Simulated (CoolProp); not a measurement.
Properties of ethylene along the isotherm 176.85 °C.

The numbers come from the reference Helmholtz-energy equation of state, Smukala 2000 in CoolProp.

| p (MPa) | phase | density (kg/m³) | cv (kJ/(kg K)) | Joule-Thomson coefficient (K/MPa) | isothermal compressibility (1/MPa) | expansivity (1/kK) |
|---|---|---|---|---|---|---|
| 4.58 | gas | 36.54 | 1.793 | 3.395 | 0.2314 | 2.834 |
| 9.17 | supercritical | 77.28 | 1.818 | 3.060 | 0.1195 | 3.490 |
| 13.8 | supercritical | 120.8 | 1.840 | 2.544 | 0.07794 | 4.001 |
| 18.3 | supercritical | 162.0 | 1.855 | 1.971 | 0.05428 | 4.169 |
| 22.9 | supercritical | 199.9 | 1.866 | 1.436 | 0.03825 | 4.019 |
| 27.5 | supercritical | 232.2 | 1.874 | 1.013 | 0.02769 | 3.704 |
| 32.1 | supercritical | 259.3 | 1.881 | 0.6972 | 0.02075 | 3.357 |
| 36.7 | supercritical | 282.1 | 1.888 | 0.4645 | 0.01612 | 3.038 |
| 41.3 | supercritical | 301.4 | 1.894 | 0.2913 | 0.01293 | 2.764 |
| 45.8 | supercritical | 317.8 | 1.899 | 0.1626 | 0.01069 | 2.538 |
| 50.4 | supercritical | 332.5 | 1.905 | 0.06039 | 0.009008 | 2.344 |
